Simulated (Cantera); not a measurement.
A freely propagating, adiabatic, planar premixed flame of H2 : O2 : N2 = 1 : 0.385 : 1.73 (molar parts), unburnt at 350 K and 100000 Pa; mixture-averaged transport, grid criteria slope 0.08 and curve 0.16, no radiation.

Cantera simulation using the H2/O2 subset of GRI-Mech 3.0, which has no nitrogen chemistry; the numbers are that mechanism's predictions, not measurements. Burning velocities carry a grid error of a few per cent, more on coarse grids.

Question: How do the results move with these cheaper or finer settings: unity-Lewis-number transport; multicomponent transport; multicomponent+Soret transport; grid criteria slope 0.5, curve 1; grid criteria slope 0.25, curve 0.5; grid criteria slope 0.03, curve 0.06?

Answer: 
```tsv
setting	laminar burning velocity	thermal thickness	peak x(H2O2)	peak x(OH)	grid points
as above	304 cm/s	0.365 mm	9.30e-5	0.00892	115
unity-Lewis-number transport	191 cm/s	0.327 mm	2.58e-5	0.00882	107
multicomponent transport	298 cm/s	0.363 mm	9.45e-5	0.00888	115
multicomponent+Soret transport	279 cm/s	0.355 mm	9.59e-5	0.00901	115
grid criteria slope 0.5, curve 1	320 cm/s	0.461 mm	7.85e-5	0.00962	39
grid criteria slope 0.25, curve 0.5	304 cm/s	0.396 mm	8.41e-5	0.00903	57
grid criteria slope 0.03, curve 0.06	302 cm/s	0.357 mm	9.62e-5	0.00874	271
```
Unity Lewis numbers drop preferential diffusion, which matters most where H2 and H carry the flame; Soret adds thermal diffusion.
